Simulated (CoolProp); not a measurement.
A simple Rankine cycle with 1,2-dichloroethane: condensing at 294.15 K, boiler at 0.863 MPa, turbine inlet 484.3 K, turbine efficiency 0.9, pump efficiency 0.7, no recuperator. Each further row changes one setting.

The numbers come from the reference Helmholtz-energy equation of state, Thol 2015 in CoolProp.

```json
[
 {"case": "as stated", "thermal efficiency (%)": "?", "net work (kJ/kg)": "?", "heat in (kJ/kg)": "517", "turbine exit temperature (K)": "?", "volume ratio over the turbine": "75.0"},
 {"case": "condensing temperature 286.15 K", "thermal efficiency (%)": "26.7", "net work (kJ/kg)": "141", "heat in (kJ/kg)": "527", "turbine exit temperature (K)": "317.8", "volume ratio over the turbine": "109"},
 {"case": "boiler pressure 0.604 MPa", "thermal efficiency (%)": "24.0", "net work (kJ/kg)": "125", "heat in (kJ/kg)": "?", "turbine exit temperature (K)": "341.5", "volume ratio over the turbine": "?"},
 {"case": "turbine efficiency 0.8", "thermal efficiency (%)": "22.5", "net work (kJ/kg)": "117", "heat in (kJ/kg)": "517", "turbine exit temperature (K)": "?", "volume ratio over the turbine": "79.0"}
]
```

### Question
Complete the blanks.

### Answer

- as stated, thermal efficiency (%): 25.4
- as stated, net work (kJ/kg): 131
- as stated, turbine exit temperature (K): 328.9
- boiler pressure 0.604 MPa, heat in (kJ/kg): 522
- boiler pressure 0.604 MPa, volume ratio over the turbine: 52.7
- turbine efficiency 0.8, turbine exit temperature (K): 345.9
